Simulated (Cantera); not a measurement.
What does this Cantera script print?

```python
import numpy as np
import cantera as ct

gas_names = """
    Cr CrN CrO CrO2 CrO3 H HNO HNO2 HNO3 HO2 H2 H2O H2O2 N NH NH2 NH3 NH2OH NO NO2 NO3 N2 N2H2 N2H4 N2O
    O OH O2 O3
""".split()
cond_names = """
    Cr(cr) Cr(L) CrN(s) Cr2N(s) Cr2O3(s) Cr2O3(L) H2O(s) H2O(L)
""".split()


# ... load() reads the species with a 1 bar reference pressure and builds the phases ...
atoms = {
    'Cr': {'Cr': 1},
    'H2O': {'H': 2, 'O': 1},
    'N2': {'N': 2},
}
top_T = {'CrN(s)': 1900, 'Cr2N(s)': 1900}  # K; cautious upper limits of use, not melting points


# ... equilibrate(T, P, feed) seeds the gas with the atoms and calls Mixture.equilibrate('TP', solver="vcs", rtol=1e-11, max_steps=5000) ...
results = []
feed = {'Cr': 1, 'H2O': 0.29, 'N2': 31}  # mol
T = 775  # K
P = 0.26  # Pa
mix = equilibrate(T, P, feed)
results.append((T, P, feed, dict(zip(mix.species_names, mix.species_moles))))
x = sorted(zip(gas.X, gas.species_names), reverse=True)
print(f"T = {T:g} K  P = {P:g} Pa  gas = {mix.phase_moles(0):.4g} mol")
print("   x: " + "  ".join(f"{s} {v:.3e}" for v, s in x if v > 0.0001))
print("   condensed (mol): " + ("  ".join(f"{mix.phase(i).name} {mix.phase_moles(i):.4g}"
      for i in range(1, mix.n_phases) if mix.phase_moles(i) > 1e-12) or "none"))
```

Output:

```
T = 775 K  P = 0.26 Pa  gas = 30.89 mol
   x: N2 9.906e-01  H2 9.389e-03
   condensed (mol): CrN(s) 0.8067  Cr2O3(s) 0.09667
```

These are equilibrium values from Cantera (NASA tables, ideal gas, pure condensed phases), not measurements of a reactor.
